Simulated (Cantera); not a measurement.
Feed: 1 mol Cu2O, 11 mol CO, at 0.00400 bar.

Cantera equilibrium calculation (NASA polynomials, part measured and part estimated; ideal gas, pure solids and liquids). Candidate condensed phases: C, Cu, CuO, Cu2O; 15 gas species. Kinetics and transport are ignored. All values below are at 1250 °C.

Base state: CO 0.906, CO2 0.0906, Cu 0.00301 (mole fractions); condensed: Cu(l).

Q: What changes in the equilibrium state with this change: Cu2O replaced by MgO?

A: 
```
species       before     after
-----------  -------  --------
CO             0.906     0.999
Mg                 0  0.000410
CO2           0.0906  0.000410
Cu           0.00301         0
Cu(l), mol      1.97         0
MgO(s), mol        0     0.995
```
Further candidate phases: Mg, MgCO3, MgO.
